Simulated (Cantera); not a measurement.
A Cantera script and its output.

```python
import numpy as np
import cantera as ct

gas = ct.Solution("gri30.yaml")
gas.TPX = 1875, 2666, {'C3H8': 1, 'H2': 10}
reactor = ct.IdealGasConstPressureReactor(gas, energy="off", clone=False)
net = ct.ReactorNet([reactor])
net.rtol, net.atol = 1e-08, 1e-18
show = ['C3H8', 'H2', 'CH2', 'C2H2', 'CH3', 'CH4', 'C2H4']
times = np.geomspace(1e-06, 1, 12)

steps = ct.SolutionArray(gas, extra=["t"])
rows = []
print(f"{'t/s':>10s}{'T/K':>9s}{'P/Pa':>11s}" + "".join(f"{s:>11s}" for s in show))
for t in times:
    while net.time < t:
        t_next = net.step()
        steps.append(gas.state, t=t_next)
    rows.append([np.interp(t, steps.t, y) for y in (steps.T, steps.P, *steps(*show).X.T)])
    print(f"{t:10.3e}{rows[-1][0]:9.1f}{rows[-1][1]:11.4g}" + "".join(f"{x:11.3e}" for x in rows[-1][2:]))
rate = np.gradient(steps.T, steps.t)
print("integrator steps:", len(steps.t))
if steps.T.max() > steps.T[0] + 200:
    print(f"time of steepest temperature rise: {steps.t[rate.argmax()]:.4e} s")
gas.TPX = 1875, 2666, {'C3H8': 1, 'H2': 10}
gas.equilibrate("TP")
print(f"equilibrium (TP): T = {gas.T:.1f} K  " + "  ".join(f"{s} {gas[s].X[0]:.3e}" for s in show))
```

Result:

```
       t/s      T/K       P/Pa       C3H8         H2        CH2       C2H2        CH3        CH4       C2H4
 1.000e-06   1875.0       2666  8.953e-02  9.079e-01  6.253e-09  4.780e-09  1.210e-03  3.537e-05  6.598e-05
 3.511e-06   1875.0       2666  8.561e-02  9.045e-01  3.110e-07  2.543e-07  4.113e-03  4.195e-04  8.212e-04
 1.233e-05   1875.0       2666  6.813e-02  8.893e-01  1.200e-05  3.100e-05  1.634e-02  5.366e-03  9.247e-03
 4.329e-05   1875.0       2666  1.470e-02  8.298e-01  8.847e-05  3.362e-03  3.939e-02  5.131e-02  4.466e-02
 1.520e-04   1875.0       2666  2.090e-06  8.176e-01  5.705e-05  3.892e-02  1.903e-02  8.839e-02  2.600e-02
 5.337e-04   1875.0       2666  9.085e-08  8.301e-01  2.324e-05  6.250e-02  9.280e-03  8.654e-02  6.706e-03
 1.874e-03   1875.0       2666  2.745e-08  8.396e-01  1.148e-05  7.251e-02  5.365e-03  7.793e-02  1.552e-03
 6.579e-03   1875.0       2666  8.783e-09  8.506e-01  6.959e-06  8.020e-02  3.439e-03  6.262e-02  7.179e-04
 2.310e-02   1875.0       2666  2.083e-09  8.664e-01  5.206e-06  9.095e-02  2.165e-03  3.771e-02  2.923e-04
 8.111e-02   1875.0       2666  1.328e-10  8.813e-01  3.100e-06  1.012e-01  9.159e-04  1.348e-02  7.576e-05
 2.848e-01   1875.0       2666  2.347e-12  8.874e-01  1.156e-06  1.056e-01  2.527e-04  3.116e-03  3.840e-05
 1.000e+00   1875.0       2666  4.693e-14  8.888e-01  3.191e-07  1.066e-01  6.354e-05  7.443e-04  3.584e-05
integrator steps: 1319
equilibrium (TP): T = 1875.0 K  C3H8 5.442e-15  H2 8.891e-01  CH2 1.083e-07  C2H2 1.068e-01  CH3 2.120e-05  CH4 2.471e-04  C2H4 3.573e-05
```

Model: GRI-Mech 3.0 (53 species, 325 reactions), integrated in Cantera. GRI-Mech 3.0 was tuned for natural gas; its chemistry of propane as a main component is partial and can be far from experiment. GRI-Mech 3.0 stops at C3 and has no aromatics, soot or wall deposition, so with more carbon than oxygen in the feed, carbon stays in small species such as C2H2 where larger ones or solid carbon would form. Radical loss at walls, strong at low pressure, is not modelled.
